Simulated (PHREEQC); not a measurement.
Solution (15 °C): 0.1 mol CuCl2 and 0.0022 mol H2SO4 per kg of water. It is in equilibrium with CO2 at log p = -3.4 (atm). Otherwise closed; pH follows from the charge balance.

Model: ion-association model, phreeqc.dat, run in PHREEQC.

Each row changes one thing in this solution. Precipitation was switched off in this run.

```json
[
 {"case": "as made", "pH": "2.47", "ionic strength (mol/kgw)": "0.284", "SO4-2 (mol/kgw)": "0.000935", "HSO4- (mol/kgw)": "8.85e-5", "HCO3- (mol/kgw)": "2.79e-9"},
 {"case": "temperature from 15 to 30 °C", "pH": "2.47", "ionic strength (mol/kgw)": "0.269", "SO4-2 (mol/kgw)": "0.000919", "HSO4- (mol/kgw)": "0.000118", "HCO3- (mol/kgw)": "2.28e-9"},
 {"case": "temperature from 15 to 35 °C", "pH": "2.48", "ionic strength (mol/kgw)": "0.263", "SO4-2 (mol/kgw)": "0.000917", "HSO4- (mol/kgw)": "0.000132", "HCO3- (mol/kgw)": "2.11e-9"},
 {"case": "H2SO4 from 0.0022 to 0.00044 mol/kgw", "pH": "3.16", "ionic strength (mol/kgw)": "0.282", "SO4-2 (mol/kgw)": "0.000192", "HSO4- (mol/kgw)": "3.70e-6", "HCO3- (mol/kgw)": "1.37e-8"},
 {"case": "CuCl2 left out", "pH": "2.43", "ionic strength (mol/kgw)": "0.00577", "SO4-2 (mol/kgw)": "(withheld)", "HSO4- (mol/kgw)": "0.000414", "HCO3- (mol/kgw)": "2.02e-9"},
 {"case": "temperature from 15 to 90 °C", "pH": "2.52", "ionic strength (mol/kgw)": "0.178", "SO4-2 (mol/kgw)": "0.000904", "HSO4- (mol/kgw)": "0.000528", "HCO3- (mol/kgw)": "(withheld)"}
]
```

Task: What belongs in the gaps?

Result: 
- CuCl2 left out, SO4-2 (mol/kgw): 0.00179
- temperature from 15 to 90 °C, HCO3- (mol/kgw): 8.64e-10

Away from 25 °C the constants follow the database's enthalpies or fits; those with neither stay at their 25 °C values.
